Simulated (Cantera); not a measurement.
Charge: 1 mol Ni, 0.14 mol H2S, 13 mol H2, at 1225 °C and 1.00 bar.

These are equilibrium values from Cantera (NASA tables, ideal gas, pure condensed phases), not measurements of a reactor. Candidate condensed phases: Ni, NiS, NiS2, Ni3S2, Ni3S4, S; 9 gas species. Rates play no part.

Base state: H2 0.989, H2S 0.0106, SH 4.66e-5, H 1.71e-5 (mole fractions); condensed: Ni(s).

Problem. What changes in the equilibrium state with this change: temperature from 1225 °C to 652 °C?

Solution. 
```tsv
species	before	after
H2	0.989	0.998
H2S	0.0106	0.00206
SH	4.66e-5	2.50e-9
H	1.71e-5	<1e-9
Ni(s), mol	1.000	0.831
Ni3S2(s), mol	0	0.0565
```
Metal and sulfide melt together well below either melting point, which pure phases cannot show.
